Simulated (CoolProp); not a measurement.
Computed with CoolProp (reference Helmholtz-energy equation of state, Penoncello 2003).

Q: For CHF3 (R23), give the phase and the Joule-Thomson coefficient (K/MPa) at 53.35 °C and 298 kPa.

A: 
- 53.35 °C and 298 kPa: gas; Joule-Thomson coefficient 9.80
